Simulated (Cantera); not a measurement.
# Thermodynamics of chlorosilane synthesis and conversion, feed Si + H2 + HCl

Feed: 1 mol Si, 4.4 mol H2, 0.61 mol HCl, at 195 Torr.

Method: chemical equilibrium by Gibbs-energy minimisation in Cantera with the NASA 1993 tables (ideal gas, pure condensed phases). Candidate condensed phases: Si; 19 gas species. The tables' values for SiCl3 are old estimates; treat these amounts as uncertain. Kinetics and transport are ignored.

```tsv
T (K)	x H2	x HCl	x SiCl4	x SiHCl3	x SiCl2	n Si(s)
648	0.964	0.000106	0.0204	0.0144	6.62e-9	0.829
698	0.964	0.000276	0.0205	0.0141	5.61e-8	0.829
748	0.964	0.000631	0.0206	0.0138	3.55e-7	0.830
798	0.964	0.00130	0.0207	0.0135	1.77e-6	0.831
848	0.963	0.00243	0.0206	0.0132	7.28e-6	0.833
898	0.962	0.00425	0.0203	0.0128	2.54e-5	0.835
948	0.960	0.00695	0.0199	0.0123	7.67e-5	0.839
998	0.957	0.0108	0.0191	0.0118	0.000205	0.843
1048	0.953	0.0159	0.0180	0.0110	0.000492	0.849
1098	0.948	0.0223	0.0164	0.0101	0.00107	0.857
1148	0.942	0.0301	0.0143	0.00898	0.00210	0.864
1198	0.935	0.0387	0.0118	0.00764	0.00378	0.872
```
x: gas mole fraction; n: condensed amount in mol.

From 648 K to 1198 K the condensed part is Si(s). The main Si-bearing gas is SiCl4 throughout.
